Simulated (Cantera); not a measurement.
An isothermal, constant-pressure homogeneous reactor starts with NH3 : H2 = 1 : 0.11 (molar parts), at 2375 K and 21.8 Torr.

Model: the gas-phase N/H chemistry of the illustrative SiF4/NH3 mechanism in the Surface Chemkin manual (1991), integrated in Cantera. Walls and surfaces, which speed up NH3 decomposition in real reactors, are not modelled.

x: mole fraction; the columns are a selection and need not sum to one.

| t (s) | x NH3 | x H2 | x N | x N2H2 | x N2H4 |
|---|---|---|---|---|---|
| 1.00e-5 | 0.901 | 0.0992 | 1.80e-11 | 4.06e-9 | 2.44e-11 |
| 4.60e-5 | 0.900 | 0.0994 | (withheld) | (withheld) | 5.81e-10 |
| 0.000211 | 0.896 | 0.101 | 8.72e-7 | 8.22e-6 | 1.11e-8 |
| 0.000972 | 0.870 | 0.118 | 4.82e-6 | 4.21e-5 | 4.17e-8 |
| 0.00447 | (withheld) | (withheld) | (withheld) | (withheld) | (withheld) |
| 0.0206 | 0.430 | 0.443 | 1.10e-5 | 1.46e-5 | 1.25e-8 |
| 0.0946 | 0.0604 | 0.715 | 1.31e-5 | 1.45e-6 | 8.21e-10 |
| 0.435 | 6.33e-6 | 0.727 | 2.77e-6 | 1.59e-11 | <1e-12 |
| 2.00 | 1.16e-7 | 0.702 | 2.86e-7 | <1e-12 | <1e-12 |

Problem. Complete the blanks.

Solution. 
- 4.60e-5, x N: 6.52e-9
- 4.60e-5, x N2H2: 2.07e-7
- 0.00447, x NH3: 0.756
- 0.00447, x H2: 0.202
- 0.00447, x N: 7.22e-6
- 0.00447, x N2H2: 3.35e-5
- 0.00447, x N2H4: 3.12e-8
